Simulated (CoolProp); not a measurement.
Saturated liquid density (kg/m³) of propyne: the reference equation beside estimates from Tc = 402.7 K, pc = 5658 kPa, ω = 0.204. Rackett uses Z = 0.29056 − 0.08775 ω.

Computed with CoolProp (reference Helmholtz-energy equation of state, Polt 1992). This equation is an older, rougher fit; its heat capacities, sound speeds and derivatives of the liquid may be far off and weren't checked against measurements.

| T (K) | reference | Rackett | Soave-Redlich-Kwong |
|---|---|---|---|
| 305.2 | 599.8 | 590.5 | 541.8 |
| 310.3 | 591.4 | 582.8 | 533.3 |
| 315.5 | 582.6 | 574.7 | 524.2 |
| 320.6 | 573.8 | 566.5 | 514.9 |
| 325.7 | 564.8 | 558.1 | 505.2 |
| 330.9 | 555.4 | 549.2 | 494.9 |
| 336 | 545.9 | 540.2 | 484.4 |
| 341.2 | 535.8 | 530.7 | 473.1 |
| 346.3 | 525.5 | 520.9 | 461.5 |
| 351.5 | 514.5 | 510.5 | 449.1 |
| 356.6 | 503.2 | 499.7 | 436.1 |
| 361.7 | 491.1 | 488.3 | 422.4 |
| 366.9 | 478.0 | 475.9 | 407.4 |
| 372 | 464.1 | 462.8 | 391.6 |
| 377.2 | 448.5 | 448.2 | 374.1 |

Absolute difference from the reference over all 15 rows, mean and median: Rackett 0.9 and 1.0 %, Soave-Redlich-Kwong 12.2 and 11.7 %.
